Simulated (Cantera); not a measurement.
What does this Cantera script print?

```python
import numpy as np
import cantera as ct

gas_names = """
    H HO2 H2 H2O H2O2 H2S H2SO4 O OH O2 O3 S SH SO SO2 SO3 S2 S2O S8
""".split()
cond_names = """
    H2O(s) H2O(L) H2SO4(L) S(cr1) S(cr2) S(L)
""".split()


# ... load() reads the species with a 1 bar reference pressure and builds the phases ...
atoms = {
    'H2O': {'H': 2, 'O': 1},
    'SO2': {'S': 1, 'O': 2},
}
top_T = {}  # K; cautious upper limits of use, not melting points


# ... equilibrate(T, P, feed) seeds the gas with the atoms and calls Mixture.equilibrate('TP', solver="vcs", rtol=1e-11, max_steps=5000) ...
results = []
feed = {'H2O': 1, 'SO2': 0.015}  # mol
T = 850  # K
P = 470  # Pa
mix = equilibrate(T, P, feed)
results.append((T, P, feed, dict(zip(mix.species_names, mix.species_moles))))
x = sorted(zip(gas.X, gas.species_names), reverse=True)
print(f"T = {T:g} K  P = {P:g} Pa  gas = {mix.phase_moles(0):.4g} mol")
print("   x: " + "  ".join(f"{s} {v:.3e}" for v, s in x if v > 1e-06))
print("   condensed (mol): " + ("  ".join(f"{mix.phase(i).name} {mix.phase_moles(i):.4g}"
      for i in range(1, mix.n_phases) if mix.phase_moles(i) > 1e-12) or "none"))
```

It prints:

```
T = 850 K  P = 470 Pa  gas = 1.015 mol
   x: H2O 9.852e-01  SO2 1.478e-02
   condensed (mol): none
```

Cantera equilibrium calculation (NASA polynomials, part measured and part estimated; ideal gas, pure solids and liquids).
